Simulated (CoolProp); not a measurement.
R123 at 440.02 K and 6.33 MPa is throttled through a valve to 4 MPa with no heat exchange. Each further row changes one setting.

Values from CoolProp's reference Helmholtz-energy equation of state, Younglove 1994. It is a modified Benedict-Webb-Rubin equation, recast in Helmholtz form.

```csv
case,temperature change (K),final phase,final density (kg/m³)
as stated,[?],liquid,1000
outlet pressure 1.2 MPa,[?],[?],149
outlet pressure 5.2 MPa,-0.9,liquid,[?]
```

### Question
What belongs in the gaps?

### Answer

- as stated, temperature change (K): -2.3
- outlet pressure 1.2 MPa, temperature change (K): -46.8
- outlet pressure 1.2 MPa, final phase: two-phase, vapour fraction 0.459
- outlet pressure 5.2 MPa, final density (kg/m³): 1020
